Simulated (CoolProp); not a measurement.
A Linde-Hampson liquefier for normal hydrogen: isothermal reversible compression at 300 K from 1 atm to 30 MPa, throttling to 1 atm, return gas leaving the recuperator 0 K below the feed. Each further row changes one setting.

Computed with CoolProp (reference Helmholtz-energy equation of state, Leachman 2009).

```
case                        compression work (kJ/kg of gas)
--------------------------  -------------------------------
as stated                                              7270
high pressure 60 MPa                                   8360
warm-end temperature 330 K                             7970
warm-end gap 5 K                                       7270
```
